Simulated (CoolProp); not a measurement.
Vapour-liquid equilibrium of acetone (1) + cyclohexane (2) at 382.3 K; x and y are mole fractions of (1).

Computed with CoolProp (multi-fluid Helmholtz-energy mixture model, Lemmon 2006 and Zhou 2014; pair parameters Bell 2016).

**Question.** Give the bubble pressure and the first vapour's composition at x = 0.125, 0.425, 0.95. Is there an azeotrope?

**Answer.** x = 0.125: 0.3490 MPa, y = 0.408; x = 0.425: 0.4534 MPa, y = 0.618; x = 0.95: 0.4777 MPa, y = 0.936. y crosses x between x = 0.725 and 0.8: the model has an azeotrope there.

The pair parameters rest on a limited set of measurements; away from them the model extrapolates.
